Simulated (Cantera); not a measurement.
**Thermodynamics of chemical vapour transport, feed TiO₂ + H₂O + O₂**

Feed: 1 mol TiO₂, 0.36 mol H₂O, 0.38 mol O₂, held at 1198 K and 22.0 mbar.

Method: chemical equilibrium by Gibbs-energy minimisation in Cantera with the NASA 1993 tables (ideal gas, pure condensed phases). Candidate condensed phases: H₂O, Ti, TiO, TiO₂, Ti₂O₃, Ti₃O₅, Ti₄O₇; 12 gas species. Gases not in the tables: TiO(OH)₂. The numbers say what is thermodynamically allowed, not how fast it happens.

```json
{
 "x(O₂)": "0.514",
 "x(H₂O)": "0.486",
 "x(OH)": "2.09e-5",
 "n(TiO₂(rutile))": "1.00 mol",
 "gas_amount": "0.7400 mol",
 "log10 activity of Ti₄O₇(s) (absent)": "-9.92",
 "log10 activity of Ti₃O₅(s) (absent)": "-10.12",
 "log10 activity of Ti₂O₃(s) (absent)": "-10.56"
}
```
